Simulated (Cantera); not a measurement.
Feed: 1 mol B2H6, 0.77 mol O2, 30 mol H2, equilibrated at 1802 °C and 0.133 bar.

Cantera equilibrium calculation (NASA polynomials, part measured and part estimated; ideal gas, pure solids and liquids). Candidate condensed phases: B, B2O3, B3O3H3, H2O; 23 gas species. The feed counts by its element totals alone. The tables' values for BH2 are old estimates; treat these amounts as uncertain. Gases not in the tables: B2H6 and higher boranes. The numbers say what is thermodynamically allowed, not how fast it happens.

Question: What is the equilibrium state?

Answer: 
- x(H2) = 0.950
- x(HBO) = 0.0351
- x(H) = 0.00711
- x(BO) = 0.00355
- x(B2O2) = 0.00316
- x(BH2) = 0.000673
- x(HBO2) = 9.41e-5
- x(B2O) = 6.27e-5
- x(B2O3) = 5.70e-5
- n(B(s)) = 0.440 mol
- gas amount = 33.95 mol
